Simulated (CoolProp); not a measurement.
The numbers come from the reference Helmholtz-energy equation of state, Thol 2016 in CoolProp.

Problem. For hexamethyldisiloxane (MM), give the phase and the speed of sound (m/s) at 307.55 °C and 0.0543 MPa; 307.55 °C and 0.305 MPa; 307.55 °C and 0.543 MPa.

Solution. 
- 307.55 °C and 0.0543 MPa: gas; speed of sound 173
- 307.55 °C and 0.305 MPa: gas; speed of sound 168
- 307.55 °C and 0.543 MPa: gas; speed of sound 163
